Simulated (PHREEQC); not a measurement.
Model water analysis in mg/L, 20 °C, pH 5.84, pe 12.1: Na 2.41; K 0.0196; Ca 8.52; Mg 2.34; Cl 10.2; S(6) as SO4 8.01; Alkalinity as HCO3 17.5; O(0) (dissolved oxygen) 0.0271; Zn 0.0414; Pb 3.41; B 0.0281.

Valence states are taken as typed.

The numbers come from PHREEQC with the ion-association model, wateq4f.dat.

No solid was allowed to form.

Order these Pb species by the share of Pb that they hold, largest first: PbOH+, PbSO4, Pb+2, PbHCO3+, PbCO3.

Pb+2 (73 %), PbHCO3+ (14 %), PbCO3 (8.7 %), PbSO4 (2.4 %), PbOH+ (0.88 %)

The pH is 5.84 and the ionic strength 0.00113 mol/kgw. The solution is supersaturated, for example in Cerrusite, so a real one may precipitate; this is no full list.
